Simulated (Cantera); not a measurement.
A perfectly stirred reactor is fed with H₂ : O₂ : N₂ = 1.7 : 1 : 5.6 (molar parts), equivalence ratio 0.85, at 1.00 bar; it is held at 1075 K, and followed from long to short residence time.

Computed with Cantera and GRI-Mech 3.0 (53 species, 325 reactions). The temperature is held fixed by assumption; the heat of reaction is taken as removed at once.

One state of this run: x H₂ = 0.0184; x O₂ = 0.0291; x HO₂ = 4.69e-5; x H₂O = 0.207; x H₂O₂ = 3.50e-6; x NO₂ = 5.31e-10. x: mole fraction; the columns are a selection and need not sum to one.

Problem. Which value of τ (s) does it belong to?
A) 0.0022
B) 0.045
C) 0.0047
D) 0.0010

Solution. C, 0.0047
